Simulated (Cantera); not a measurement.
Feed: 1 mol SiF4, a varied amount of H2O, 95 mol N2, held at 625 °C and 75.0 Torr.

These are equilibrium values from Cantera (NASA tables, ideal gas, pure condensed phases), not measurements of a reactor. Candidate condensed phases: H2O, Si, SiO2, Si2N2O, Si3N4; 58 gas species. Equilibrium is a limit: real reactors are often held back by kinetics, nucleation or transport.

x: gas mole fraction; n: condensed amount in mol.

```csv
n(H2O) (mol),x N2,x H2O,x HF,x SiF4,x H2,n SiO2(β-quartz)
1.7,0.968,0.00749,0.0196,0.00528,2.39e-9,0.482
2.2,0.962,___,___,___,___,___
2.8,0.955,0.0153,0.0256,0.00365,3.78e-9,0.637
3.6,0.947,___,___,___,___,___
4.6,0.937,0.0298,0.0311,0.00209,5.79e-9,0.788
5.9,0.925,0.0408,0.0332,0.00144,7.09e-9,0.852
7.6,0.909,0.0554,0.0346,0.000926,8.64e-9,0.903
9.7,0.891,0.0733,0.0352,0.000570,1.04e-8,0.939
12,0.872,0.0925,0.0353,0.000360,1.20e-8,0.961
16,0.841,0.124,0.0347,0.000186,1.46e-8,0.979
20,0.812,0.154,0.0338,0.000109,1.68e-8,0.987
```

**Question.** What belongs in the gaps?

**Answer.** 
- 2.2, x H2O: 0.0109
- 2.2, x HF: 0.0227
- 2.2, x SiF4: 0.00445
- 2.2, x H2: 3.04e-9
- 2.2, n SiO2(β-quartz): 0.561
- 3.6, x H2O: 0.0216
- 3.6, x HF: 0.0285
- 3.6, x SiF4: 0.00283
- 3.6, x H2: 4.70e-9
- 3.6, n SiO2(β-quartz): 0.716
